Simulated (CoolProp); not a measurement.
A Linde-Hampson liquefier for normal hydrogen: isothermal reversible compression at 230 K from 1 atm to 5 MPa, throttling to 1 atm, return gas leaving the recuperator 5 K below the feed. Each further row changes one setting.

The numbers come from the reference Helmholtz-energy equation of state, Leachman 2009 in CoolProp.

| case | compression work (kJ/kg of gas) |
|---|---|
| as stated | 3730 |
| high pressure 10 MPa | 4420 |
| warm-end temperature 260 K | 4210 |
| warm-end gap 10 K | 3730 |
